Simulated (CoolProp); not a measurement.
Octamethyltrisiloxane (MDM) at several states: density (kg/m³) from the reference equation and from simpler models built on Tc = 565.4 K, pc = 1.438 MPa, ω = 0.528; each cubic takes its own stable root.

Computed with CoolProp (reference Helmholtz-energy equation of state, Thol 2017).

| T (K) | p (MPa) | phase | reference |
|---|---|---|---|
| 293.9 | 0.0115 | liquid | 819.5 |
| 258.8 | 0.0277 | liquid | 854.2 |
| 478.3 | 1.34 | liquid | 610.8 |
| 238.7 | 1.22 | liquid | 875.0 |
| 345.2 | 1.61 | liquid | 770.2 |

Q: How far does each simpler model (van der Waals, Redlich-Kwong, Soave-Redlich-Kwong, Peng-Robinson) lie from the reference over these 5 states: mean and median of the absolute difference, and the worst?

A: 
- van der Waals: mean 53.4 %, median 43.1 %, worst -99.9 % at 293.9 K and 0.0115 MPa
- Redlich-Kwong: mean 15.5 %, median 15.5 %, worst -16.8 % at 478.3 K and 1.34 MPa
- Soave-Redlich-Kwong: mean 10.8 %, median 10.7 %, worst -12.7 % at 238.7 K and 1.22 MPa
- Peng-Robinson: mean 1.7 %, median 2.2 %, worst +2.4 % at 478.3 K and 1.34 MPa

At some of these states van der Waals gives the other phase, because its saturation line lies elsewhere.
